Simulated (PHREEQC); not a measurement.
Dissolve 0.001 mol/kgw NH4Cl, 0.00091 mol/kgw Na2CO3 and 0.11 mol/kgw LiCl at 20 °C. Closed to the air; pH follows from the charge balance.

Equilibrium calculation in PHREEQC: ion-association model, wateq4f.dat.

```
quantity          before     after
--------------  --------  --------
pH                  9.68      8.65
NH3 (mol/kgw)   0.000596  0.000751
NH4+ (mol/kgw)  0.000404  0.000249
```

Q: Name the change that produced these shifts.
A. diluted 5-fold with water
B. temperature from 20 to 70 °C
C. diluted 100-fold with water
D. 0.016 mol/kgw CsF added
E. Na2CO3 left out

A: B, temperature from 20 to 70 °C

This is a speciation only: nothing precipitates in the calculation. At this temperature some constants are extrapolated from 25 °C, and those without enthalpy data are left unchanged.
